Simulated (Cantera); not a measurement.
Input (Python, Cantera):

```python
import numpy as np
import cantera as ct

gas = ct.Solution("gri30.yaml")
gas.TPX = 1325, 1900, {'H2': 0.021, 'O2': 1}
reactor = ct.IdealGasConstPressureReactor(gas, energy="off", clone=False)
net = ct.ReactorNet([reactor])
net.rtol, net.atol = 1e-08, 1e-18
show = ['H2', 'O2', 'H2O2', 'OH', 'H']
times = np.geomspace(1e-05, 10, 13)

steps = ct.SolutionArray(gas, extra=["t"])
rows = []
print(f"{'t/s':>10s}{'T/K':>9s}{'P/Pa':>11s}" + "".join(f"{s:>11s}" for s in show))
for t in times:
    while net.time < t:
        t_next = net.step()
        steps.append(gas.state, t=t_next)
    rows.append([np.interp(t, steps.t, y) for y in (steps.T, steps.P, *steps(*show).X.T)])
    print(f"{t:10.3e}{rows[-1][0]:9.1f}{rows[-1][1]:11.4g}" + "".join(f"{x:11.3e}" for x in rows[-1][2:]))
rate = np.gradient(steps.T, steps.t)
print("integrator steps:", len(steps.t))
if steps.T.max() > steps.T[0] + 200:
    print(f"time of steepest temperature rise: {steps.t[rate.argmax()]:.4e} s")
gas.TPX = 1325, 1900, {'H2': 0.021, 'O2': 1}
gas.equilibrate("TP")
print(f"equilibrium (TP): T = {gas.T:.1f} K  " + "  ".join(f"{s} {gas[s].X[0]:.3e}" for s in show))
```

It prints:

```
       t/s      T/K       P/Pa         H2         O2       H2O2         OH          H
 1.000e-05   1325.0       1900  2.057e-02  9.794e-01  7.200e-14  5.129e-10  1.738e-09
 3.162e-05   1325.0       1900  2.057e-02  9.794e-01  7.171e-13  3.648e-09  3.736e-09
 1.000e-04   1325.0       1900  2.057e-02  9.794e-01  7.088e-12  2.046e-08  8.074e-09
 3.162e-04   1325.0       1900  2.057e-02  9.794e-01  6.842e-11  1.744e-07  4.517e-08
 1.000e-03   1325.0       1900  2.052e-02  9.794e-01  6.601e-10  2.440e-05  5.909e-06
 3.162e-03   1325.0       1900  2.749e-04  9.611e-01  4.908e-08  2.489e-03  1.428e-03
 1.000e-02   1325.0       1900  1.493e-04  9.624e-01  3.910e-08  2.113e-03  1.126e-03
 3.162e-02   1325.0       1900  1.161e-04  9.663e-01  3.726e-08  1.867e-03  7.589e-04
 1.000e-01   1325.0       1900  5.995e-05  9.725e-01  3.131e-08  1.346e-03  2.741e-04
 3.162e-01   1325.0       1900  1.616e-05  9.773e-01  1.903e-08  7.012e-04  3.754e-05
 1.000e+00   1325.0       1900  2.648e-06  9.788e-01  7.313e-09  2.847e-04  2.476e-06
 3.162e+00   1325.0       1900  4.022e-07  9.791e-01  2.012e-09  1.112e-04  1.467e-07
 1.000e+01   1325.0       1900  7.550e-08  9.792e-01  5.256e-10  4.828e-05  1.198e-08
integrator steps: 1501
equilibrium (TP): T = 1325.0 K  H2 2.056e-08  O2 9.792e-01  H2O2 1.875e-10  OH 2.524e-05  H 1.713e-09
```

Computed with Cantera and GRI-Mech 3.0 (53 species, 325 reactions). Radical loss at walls, strong at low pressure, is not modelled.
